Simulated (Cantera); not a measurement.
An adiabatic, constant-volume homogeneous reactor starts with C3H8 : O2 : N2 = 1 : 2.78 : 10.4 (molar parts), equivalence ratio 1.8, at 1075 K and 5.00 bar. Integrator tolerance rtol = 1e-08.

Detailed kinetics in Cantera: GRI-Mech 3.0 (53 species, 325 reactions). GRI-Mech 3.0 was tuned for natural gas; its chemistry of propane as a main component is partial and can be far from experiment.

Problem. What does this change do: pressure from 5.00 bar to 3.60 bar?

Solution. 
```tsv
quantity	before	after
time of steepest temperature rise	32.8 ms	42.2 ms
temperature at 1.00 s	2741 K	2733 K
equilibrium temperature	2741 K	2733 K
x(C3H8) at 1.00 s	<1e-12 (gas-phase equilibrium <1e-12)	<1e-12 (gas-phase equilibrium <1e-12)
x(O2) at 1.00 s	2.48e-5 (gas-phase equilibrium 2.48e-5)	3.22e-5 (gas-phase equilibrium 3.22e-5)
x(H2) at 1.00 s	0.105 (gas-phase equilibrium 0.105)	0.105 (gas-phase equilibrium 0.105)
x(H2O2) at 1.00 s	2.68e-8 (gas-phase equilibrium 2.68e-8)	2.54e-8 (gas-phase equilibrium 2.54e-8)
x(OH) at 1.00 s	0.00165 (gas-phase equilibrium 0.00165)	0.00187 (gas-phase equilibrium 0.00187)
x(C2H6) at 1.00 s	<1e-12 (gas-phase equilibrium <1e-12)	<1e-12 (gas-phase equilibrium <1e-12)
```

Problem. What does this change do: constant pressure in place of constant volume?

Solution. 
```tsv
quantity	before	after
time of steepest temperature rise	32.8 ms	34.1 ms
temperature at 1.00 s	2741 K	2379 K
equilibrium temperature	2741 K	2379 K
x(C3H8) at 1.00 s	<1e-12 (gas-phase equilibrium <1e-12)	<1e-12 (gas-phase equilibrium <1e-12)
x(O2) at 1.00 s	2.48e-5 (gas-phase equilibrium 2.48e-5)	2.51e-6 (gas-phase equilibrium 2.51e-6)
x(H2) at 1.00 s	0.105 (gas-phase equilibrium 0.105)	0.109 (gas-phase equilibrium 0.109)
x(H2O2) at 1.00 s	2.68e-8 (gas-phase equilibrium 2.68e-8)	2.27e-9 (gas-phase equilibrium 2.27e-9)
x(OH) at 1.00 s	0.00165 (gas-phase equilibrium 0.00165)	0.000419 (gas-phase equilibrium 0.000419)
x(C2H6) at 1.00 s	<1e-12 (gas-phase equilibrium <1e-12)	<1e-12 (gas-phase equilibrium <1e-12)
```
